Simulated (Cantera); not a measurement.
**Hydrocarbon pyrolysis for carbon deposition**

An isothermal, constant-pressure homogeneous reactor starts with 0.585 % C₂H₆, 99.4 % N₂, at 1450 K and 0.0326 atm.

Model: GRI-Mech 3.0 (53 species, 325 reactions), integrated in Cantera. GRI-Mech 3.0 stops at C3 and has no aromatics, soot or wall deposition, so with more carbon than oxygen in the feed, carbon stays in small species such as C2H2 where larger ones or solid carbon would form. Radical loss at walls, strong at low pressure, is not modelled.

```
t (s)       x C₂H₆       x H    x C₂H₄     x CH₃    x HCN    x C₂H₂     x CH₄
--------  --------  --------  --------  --------  -------  --------  --------
0.000800   0.00561   1.07e-5   4.37e-5  0.000358  1.00e-9   4.37e-8   1.24e-5
0.00201    0.00491   4.47e-5  0.000500  0.000735  1.10e-7   6.37e-6   7.16e-5
0.00504    0.00275   8.37e-5   0.00221  0.000940  7.62e-7  0.000187  0.000351
0.0126    0.000446  0.000103   0.00322  0.000461  1.99e-6   0.00145  0.000895
0.0317     2.05e-5   5.67e-5   0.00177  0.000131  2.79e-6   0.00343   0.00101
0.0797     3.40e-6   2.63e-5  0.000745   5.30e-5  2.96e-6   0.00453  0.000975
0.200      1.06e-6   1.40e-5  0.000240   2.65e-5  3.01e-6   0.00506  0.000950
0.502      3.84e-7   8.03e-6   4.93e-5   1.47e-5  3.03e-6   0.00526  0.000930
1.26       1.66e-7   5.15e-6   7.27e-6   9.21e-6  3.04e-6   0.00532  0.000911
3.16       1.10e-7   4.27e-6   3.29e-6   7.38e-6  3.04e-6   0.00534  0.000883
7.94       9.42e-8   4.27e-6   2.91e-6   6.84e-6  3.06e-6   0.00536  0.000826
19.9       7.12e-8   4.42e-6   2.41e-6   5.97e-6  3.09e-6   0.00542  0.000708
50.0       3.95e-8   4.69e-6   1.76e-6   4.47e-6  3.17e-6   0.00552  0.000513
```
x: mole fraction; the columns are a selection and need not sum to one.

Equilibrium at this temperature and pressure: C₂H₆ <1e-12, H 5.63e-6, C₂H₄ 9.18e-8, CH₃ 1.34e-8, HCN 0.0105, C₂H₂ 0.000509, CH₄ 1.37e-6 (gas phase only).
